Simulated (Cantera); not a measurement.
Input: 1 mol BCl3, 2.5 mol H2O, 16 mol H2, equilibrated at 1973 K and 10000 Pa.

Equilibrium computed with Cantera from the NASA thermochemical tables; the gas is ideal and each condensed phase is pure. Candidate condensed phases: B, B2O3, B3O3H3, H2O; 33 gas species. The tables' values for BOCl are old estimates; treat these amounts as uncertain. Equilibrium is a limit: real reactors are often held back by kinetics, nucleation or transport.

Base state: H2 0.773, HCl 0.145, HBO2 0.0357, H2O 0.0335, HBO 0.00416, B2O3 0.00381, H 0.00375, BOCl 0.000737 (mole fractions); condensed: gas only.

**Question.** What changes in the equilibrium state with this change: BCl3 replaced by B?

**Answer.** 
```tsv
species	before	after
H2	0.773	0.912
HBO2	0.0357	0.0387
H2O	0.0335	0.0359
HCl	0.145	0
BOCl	0.000737	0
Cl	0.000525	0
B2O2	6.37e-5	7.68e-5
```

**Question.** What changes in the equilibrium state with this change: temperature from 1973 K to 2323 K?

**Answer.** 
```json
[
 {"species": "H2", "before": "0.773", "after": "0.744"},
 {"species": "HCl", "before": "0.145", "after": "0.138"},
 {"species": "H2O", "before": "0.0335", "after": "0.0396"},
 {"species": "H", "before": "0.00375", "after": "0.0297"},
 {"species": "HBO2", "before": "0.0357", "after": "0.0284"},
 {"species": "OH", "before": "1.54e-5", "after": "0.000263"},
 {"species": "BO2", "before": "1.99e-5", "after": "0.000227"},
 {"species": "BO", "before": "0.000301", "after": "0.00342"}
]
```

**Question.** What changes in the equilibrium state with this change: pressure from 10000 Pa to 39.0 Pa?

**Answer.** 
| species | before | after |
|---|---|---|
| H2 | 0.773 | 0.723 |
| HCl | 0.145 | 0.133 |
| H | 0.00375 | 0.0581 |
| HBO2 | 0.0357 | 0.0324 |
| H2O | 0.0335 | 0.0345 |
| O | 5.51e-8 | 1.56e-5 |
| OH | 1.54e-5 | 0.000263 |
| Cl | 0.000525 | 0.00797 |
